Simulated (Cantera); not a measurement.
Input (Python, Cantera) and output of one run.

```python
import numpy as np
import cantera as ct

gas_names = """
    CL CL2 H HCL H2 Si SiCL SiCL2 SiCL3 SiCL4 SiH SiHCL3 SiH2 SiH2CL2 SiH3 SiH3CL SiH4 Si2 Si3
""".split()
cond_names = """
    Si(cr) Si(L)
""".split()


# ... load() reads the species with a 1 bar reference pressure and builds the phases ...
atoms = {
    'Si': {'Si': 1},
    'Cl2': {'CL': 2},
    'H2': {'H': 2},
}
top_T = {}  # K; cautious upper limits of use, not melting points


# ... equilibrate(T, P, feed) seeds the gas with the atoms and calls Mixture.equilibrate('TP', solver="vcs", rtol=1e-11, max_steps=5000) ...
results = []
feed = {'Si': 1, 'Cl2': 0.88, 'H2': 4.1}  # mol
P = 11000  # Pa
for T in [800, 900, 1000, 1100, 1200, 1300, 1400, 1500, 1600]:
    mix = equilibrate(T, P, feed)
    results.append((T, P, feed, dict(zip(mix.species_names, mix.species_moles))))

top = {s: max(r[3][s] / sum(r[3][g] for g in gas_names) for r in results) for s in gas_names}
cols = sorted((s for s in top if top[s] > 1e-06), key=lambda s: -top[s])[:8]
seen = [c for c in cond_names if any(r[3].get(c, 0) > 1e-12 for r in results)]
print("log10 of partial pressures in bar; condensed amounts in mol")
print(f"{'T/K':>10s}" + "".join(f"{s[:9]:>10s}" for s in cols + seen))
for T, P, feed, n in results:
    ng = sum(n[g] for g in gas_names)
    print(f"{T:10.4g}" + "".join(f"{np.log10(max(n[s] / ng * P / 1e5, 1e-99)):10.3f}" for s in cols)
          + "".join(f"{n.get(c, 0):10.4g}" for c in seen))
```

It prints:

```
log10 of partial pressures in bar; condensed amounts in mol
       T/K        H2       HCL     SiCL2     SiCL4    SiHCL3     SiCL3   SiH2CL2         H    Si(cr)
       800    -1.008    -3.617    -6.215    -2.080    -2.514    -5.170    -4.042   -12.042    0.5292
       900    -1.009    -3.103    -5.064    -2.083    -2.536    -4.413    -4.012   -10.437    0.5356
      1000    -1.013    -2.699    -4.154    -2.100    -2.566    -3.819    -4.000    -9.151    0.5475
      1100    -1.021    -2.380    -3.430    -2.144    -2.617    -3.359    -4.010    -8.098    0.5639
      1200    -1.033    -2.134    -2.861    -2.244    -2.709    -3.024    -4.057    -7.222     0.576
      1300    -1.050    -1.960    -2.443    -2.449    -2.881    -2.833    -4.164    -6.481     0.569
      1400    -1.067    -1.859    -2.181    -2.811    -3.169    -2.810    -4.350    -5.846    0.5418
      1500    -1.076    -1.817    -2.051    -3.314    -3.558    -2.933    -4.601    -5.293    0.5148
      1600    -1.080    -1.806    -1.994    -3.863    -3.978    -3.124    -4.870    -4.805    0.4977
```

These are equilibrium values from Cantera (NASA tables, ideal gas, pure condensed phases), not measurements of a reactor. The tables' values for SiCl3, SiCl are old estimates; treat these amounts as uncertain.
